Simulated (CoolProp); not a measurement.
Vapour-liquid equilibrium of CHF3 (R23) (1) + R22 (2) at 0.0875 MPa; x and y are mole fractions of (1).

The numbers come from the multi-fluid Helmholtz-energy mixture model, Penoncello 2003 and Kamei 1995; pair parameters Bell 2016 in CoolProp.

Q: Give the bubble temperature and the first vapour's composition at x = 0.35, 0.55, 0.65. Is there an azeotrope?

A: x = 0.35: -71.3 °C, y = 0.849; x = 0.55: -77.0 °C, y = 0.923; x = 0.65: -79.0 °C, y = 0.944. No azeotrope shows between x = 0.05 and 0.95.

The pair parameters rest on a limited set of measurements; away from them the model extrapolates.
